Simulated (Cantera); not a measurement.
**BCl3 + H2O + N2 (boron, boron nitride and boron oxide)**

Feed: 1 mol BCl3, 0.055 mol H2O, a varied amount of N2, equilibrated at 15000 Pa.

These are equilibrium values from Cantera (NASA tables, ideal gas, pure condensed phases), not measurements of a reactor. Candidate condensed phases: B, BN, B2O3, B3O3H3, H2O, NH4Cl; 49 gas species. N2 is the only nitrogen source here; it is nearly inert below about 1500 K, so the nitride shown seldom forms there in practice. The tables' values for BCl2 are old estimates. Kinetics and transport are ignored.

Stable condensed phases:

```
T in K \ n(N2) in mol
         0.25 0.58  1.4  3.2  7.6   18   43  100
   2000     A    A    A    A    A    A    A    A
   1900     A    A    A    A    A    A    A    B
   1800     A    A    A    A    B    B    B    B
   1700     A    A    A    B    B    B    B    B
   1600     A    A    B    B    B    B    B    B
   1500     A    A    B    B    B    B    B    B
   1400     A    A    A    B    B    B    B    B
   1300     A    A    A    A    A    B    B    B
   1200     A    A    A    A    A    A    A    B
   1100     A    A    A    A    A    A    A    A
```

A: gas only; B: BN.
